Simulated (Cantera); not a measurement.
A Cantera script and what it prints.

```python
import numpy as np
import cantera as ct

gas_names = """
    CL CLO CL2 Fe FeCL FeCL2 FeCL3 FeO Fe(OH)2 Fe2CL4 Fe2CL6 H HCL HOCL HO2 H2 H2O H2O2 O OH O2 O3
""".split()
cond_names = """
    Fe(a) Fe(c) Fe(d) Fe(L) FeCL2(s) FeCL2(L) FeCL3(s) FeCL3(L) FeO(s) FeO(L) Fe(OH)2(s) Fe(OH)3(s)
    Fe2O3(s) Fe3O4(s) H2O(s) H2O(L)
""".split()


# ... load() reads the species with a 1 bar reference pressure and builds the phases ...
atoms = {
    'FeCl3': {'Fe': 1, 'CL': 3},
    'H2O': {'H': 2, 'O': 1},
    'H2': {'H': 2},
}
top_T = {'Fe2O3(s)': 1830, 'Fe3O4(s)': 1870}  # K; cautious upper limits of use, not melting points


# ... equilibrate(T, P, feed) seeds the gas with the atoms and calls Mixture.equilibrate('TP', solver="vcs", rtol=1e-11, max_steps=5000) ...
results = []
feed = {'FeCl3': 1, 'H2O': 0.13, 'H2': 1.2}  # mol
T = 2200  # K
for P in [0.1, 1, 10, 100, 1000, 10000, 100000]:
    mix = equilibrate(T, P, feed)
    results.append((T, P, feed, dict(zip(mix.species_names, mix.species_moles))))

top = {s: max(r[3][s] / sum(r[3][g] for g in gas_names) for r in results) for s in gas_names}
cols = sorted((s for s in top if top[s] > 0.0001), key=lambda s: -top[s])[:7]
seen = [c for c in cond_names if any(r[3].get(c, 0) > 1e-12 for r in results)]
print("log10 of partial pressures in bar; condensed amounts in mol")
print(f"{'P/Pa':>10s}" + "".join(f"{s[:9]:>10s}" for s in cols + seen))
for T, P, feed, n in results:
    ng = sum(n[g] for g in gas_names)
    print(f"{P:10.4g}" + "".join(f"{np.log10(max(n[s] / ng * P / 1e5, 1e-99)):10.3f}" for s in cols)
          + "".join(f"{n.get(c, 0):10.4g}" for c in seen))
```

It prints:

```
log10 of partial pressures in bar; condensed amounts in mol
      P/Pa        CL       HCL         H     FeCL2        H2        Fe       H2O
       0.1    -6.357    -8.140    -6.420   -12.080    -8.342    -6.827   -10.555
         1    -5.371    -6.247    -5.513    -9.077    -6.528    -5.795    -7.809
        10    -4.451    -4.659    -4.845    -6.169    -5.192    -4.727    -5.887
       100    -3.783    -3.407    -4.261    -3.944    -4.024    -3.838    -4.536
      1000    -3.405    -2.397    -3.629    -2.584    -2.759    -3.233    -3.393
     1e+04    -3.011    -1.442    -3.068    -1.478    -1.638    -2.915    -2.351
     1e+05    -2.535    -0.454    -2.555    -0.456    -0.611    -2.845    -1.341
```

Method: chemical equilibrium by Gibbs-energy minimisation in Cantera with the NASA 1993 tables (ideal gas, pure condensed phases).
